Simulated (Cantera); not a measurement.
## Moist CO burnout

An isothermal, constant-pressure homogeneous reactor starts with 0.773 % CO, 4.00 % O₂, 2.14 % H₂O, 93.1 % N₂, at 1075 K and 0.434 atm.

Model: GRI-Mech 3.0 (53 species, 325 reactions), integrated in Cantera.

```
t (s)         x CO    x O₂   x H₂O    x N₂O     x NO₂
--------  --------  ------  ------  -------  --------
2.00e-6    0.00773  0.0400  0.0214   <1e-12    <1e-12
2.00e-5    0.00773  0.0400  0.0214   <1e-12    <1e-12
0.000200   0.00773  0.0400  0.0214   <1e-12    <1e-12
0.00200    0.00773  0.0400  0.0214   <1e-12    <1e-12
0.0200     0.00366  0.0380  0.0213  5.74e-8  4.57e-11
0.200      6.76e-5  0.0363  0.0215  1.43e-7  6.69e-10
2.00       3.52e-7  0.0363  0.0215  1.50e-7  2.58e-10
20.0      2.06e-10  0.0363  0.0215  1.26e-7  8.95e-11
200       4.20e-11  0.0363  0.0215  2.08e-8  1.23e-10
```
x: mole fraction; the columns are a selection and need not sum to one.

Equilibrium at this temperature and pressure: CO 4.03e-11, O₂ 0.0363, H₂O 0.0215, N₂O 1.70e-9, NO₂ 2.79e-7 (gas phase only).
